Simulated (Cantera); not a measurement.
Input (Python, Cantera):

```python
import numpy as np
import cantera as ct

gas = ct.Solution("gri30.yaml")


def delay(T, t_max=10):
    gas.TPX = T, 101325, {'CH3OH': 1, 'O2': 1.36, 'N2': 5.13}
    reactor = ct.IdealGasConstPressureReactor(gas, clone=False)
    net = ct.ReactorNet([reactor])
    net.rtol, net.atol = 1e-8, 1e-16
    while net.time < t_max:
        t_old, T_old = net.time, reactor.T
        net.step()
        if reactor.T > T + 400:  # ignition: a rise of 400 K
            return t_old + (T + 400 - T_old) / (reactor.T - T_old) * (net.time - t_old)
    return np.nan


taus = []
for T in [1050, 1100, 1150, 1200, 1250, 1300]:
    taus.append(delay(T))
    print(f"T0 = {T:6g} K   tau = {taus[-1]:.4e} s")
```

It prints:

```
T0 =   1050 K   tau = 1.5931e-01 s
T0 =   1100 K   tau = 5.6331e-02 s
T0 =   1150 K   tau = 2.1883e-02 s
T0 =   1200 K   tau = 9.2481e-03 s
T0 =   1250 K   tau = 4.2181e-03 s
T0 =   1300 K   tau = 2.0630e-03 s
```

Model: GRI-Mech 3.0 (53 species, 325 reactions), integrated in Cantera. GRI-Mech 3.0 was tuned for natural gas; its chemistry of methanol as a main component is partial and can be far from experiment.
